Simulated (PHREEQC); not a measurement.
Dissolve 0.24 mol HF, 0.00045 mol NH4F, 0.031 mol (NH4)2SiF6 and 0.18 mol HCl per kg of water at 25 °C. It is in equilibrium with CO2 at log p = -3.5 (atm). Otherwise closed; pH follows from the charge balance.

Equilibrium calculation in PHREEQC: ion-association model, phreeqc.dat.

Each row changes one thing in this solution. No solid was allowed to form.

```json
[
 {"case": "as made", "pH": "0.84", "ionic strength (mol/kgw)": "0.276", "HF (mol/kgw)": "0.236", "F- (mol/kgw)": "0.00171", "HF2- (mol/kgw)": "0.00153", "NH3 (mol/kgw)": "1.51e-10"},
 {"case": "diluted 100-fold with water", "pH": "2.65", "ionic strength (mol/kgw)": "0.00321", "HF (mol/kgw)": "0.00214", "F- (mol/kgw)": "0.000686", "HF2- (mol/kgw)": "5.63e-6", "NH3 (mol/kgw)": "1.51e-10"},
 {"case": "HF from 0.24 to 0.48 mol/kgw", "pH": "0.83", "ionic strength (mol/kgw)": "0.282", "HF (mol/kgw)": "0.466", "F- (mol/kgw)": "0.00330", "HF2- (mol/kgw)": "0.00581", "NH3 (mol/kgw)": "1.46e-10"},
 {"case": "temperature from 25 to 80 °C", "pH": "0.86", "ionic strength (mol/kgw)": "0.274", "HF (mol/kgw)": "0.239", "F- (mol/kgw)": "0.000632", "HF2- (mol/kgw)": "0.000634", "NH3 (mol/kgw)": "3.88e-9"},
 {"case": "(NH4)2SiF6 replaced by NH4HCO3 at the same molality", "pH": "0.91", "ionic strength (mol/kgw)": "0.184", "HF (mol/kgw)": "0.235", "F- (mol/kgw)": "0.00188", "HF2- (mol/kgw)": "0.00169", "NH3 (mol/kgw)": "9.72e-11"},
 {"case": "temperature from 25 to 35 °C", "pH": "0.85", "ionic strength (mol/kgw)": "0.276", "HF (mol/kgw)": "0.236", "F- (mol/kgw)": "0.00145", "HF2- (mol/kgw)": "0.00138", "NH3 (mol/kgw)": "2.99e-10"},
 {"case": "temperature from 25 to 90 °C", "pH": "0.86", "ionic strength (mol/kgw)": "0.274", "HF (mol/kgw)": "0.239", "F- (mol/kgw)": "0.000519", "HF2- (mol/kgw)": "0.000503", "NH3 (mol/kgw)": "6.25e-9"},
 {"case": "diluted 5-fold with water", "pH": "1.50", "ionic strength (mol/kgw)": "0.0561", "HF (mol/kgw)": "0.0464", "F- (mol/kgw)": "0.00123", "HF2- (mol/kgw)": "0.000219", "NH3 (mol/kgw)": "1.75e-10"}
]
```

Species that the database lacks are ignored. Away from 25 °C the constants follow the database's enthalpies or fits; those with neither stay at their 25 °C values. SiF6-2 is the database's only silicon fluoride.
